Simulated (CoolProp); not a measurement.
Vapour-liquid equilibrium of hydrogen sulfide (1) + toluene (2) at 342.7 K; x and y are mole fractions of (1).

Model: multi-fluid Helmholtz-energy mixture model, Lemmon 2006 and Lemmon 2006; pair parameters Bell 2016, in CoolProp.

```tsv
x	bubble pressure (kPa)	y at the bubble point	dew pressure at overall composition x (kPa)	liquid density (mol/L)
0.05	247.4	0.891	28.16	9.209
0.15	637.3	0.957	31.50	9.882
0.25	1005	0.973	35.73	10.64
0.35	…	0.981	41.25	11.49
0.45	…	0.986	48.78	…
0.55	2277	0.989	59.66	13.52
0.65	2812	0.992	…	…
0.75	3412	0.994	107.6	16.06
0.85	4076	0.996	179.9	…
0.95	4812	0.999	544.8	18.60
```

Some entries are withheld; supply them.


- 0.35, bubble pressure (kPa): 1386
- 0.45, bubble pressure (kPa): 1805
- 0.45, liquid density (mol/L): 12.44
- 0.65, dew pressure at overall composition x (kPa): 76.77
- 0.65, liquid density (mol/L): 14.73
- 0.85, liquid density (mol/L): 17.45

No azeotrope shows between x = 0.05 and 0.95.

Pair parameters are fitted to limited data, so mixtures are less certain than the pure fluids.
